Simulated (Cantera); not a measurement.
NO annealing gas

A perfectly stirred reactor is fed with 23.3 % NO, 76.7 % N₂, at 1.40 bar; it is held at 2150 K, and followed from long to short residence time.

Model: GRI-Mech 3.0 (53 species, 325 reactions), integrated in Cantera.

```tsv
τ (s)	x NO	x N₂O	x O₂	x N₂	x O
3.3	0.0250	8.47e-7	0.103	0.871	0.000536
0.92	0.0537	1.90e-6	0.0891	0.857	0.000500
0.25	0.115	6.89e-6	0.0587	0.826	0.000412
0.069	0.183	1.73e-5	0.0244	0.792	0.000283
0.019	0.218	2.48e-5	0.00697	0.774	0.000184
0.0053	0.229	2.70e-5	0.00180	0.769	0.000138
0.0014	0.232	2.62e-5	0.000387	0.768	0.000111
0.00040	0.232	2.22e-5	5.98e-5	0.768	7.35e-5
0.00011	0.232	1.39e-5	3.82e-6	0.767	2.61e-5
```
x: mole fraction; the columns are a selection and need not sum to one.
